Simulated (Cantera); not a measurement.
Feed: 1 mol C, 5.1 mol H2, held at 1500 K and 1.00 bar.

Method: chemical equilibrium by Gibbs-energy minimisation in Cantera with the NASA 1993 tables (ideal gas, pure condensed phases). Candidate condensed phases: C, C6H6, C7H8, C8H18; 76 gas species. The numbers say what is thermodynamically allowed, not how fast it happens.

Base state: H2 0.997, CH4 0.00256, H 1.76e-5 (mole fractions); condensed: C(graphite).

Problem. What changes in the equilibrium state with this change: temperature from 1500 K to 1948.15 K?

Solution. 
```json
[
 {"species": "H2", "before": "0.997", "after": "0.998"},
 {"species": "H", "before": "1.76e-5", "after": "0.00113"},
 {"species": "C2H2 (acetylene)", "before": "9.00e-6", "after": "0.000538"},
 {"species": "CH4", "before": "0.00256", "after": "0.000487"},
 {"species": "CH3", "before": "9.13e-7", "after": "1.10e-5"},
 {"species": "C(graphite), mol", "before": "0.987", "after": "0.992"}
]
```

Problem. What changes in the equilibrium state with this change: pressure from 1.00 bar to 6.50 bar?

Solution. 
```
species            before    after
----------------  -------  -------
H2                  0.997    0.984
CH4               0.00256   0.0162
C2H4              2.56e-6  1.62e-5
H                 1.76e-5  6.85e-6
C(graphite), mol    0.987    0.919
```

Problem. What changes in the equilibrium state with this change: temperature from 1500 K to 1373.15 K?

Solution. 
```csv
species,before,after
H2,0.997,0.995
CH4,0.00256,0.00498
H,1.76e-5,3.33e-6
"C(graphite), mol",0.987,0.975
```
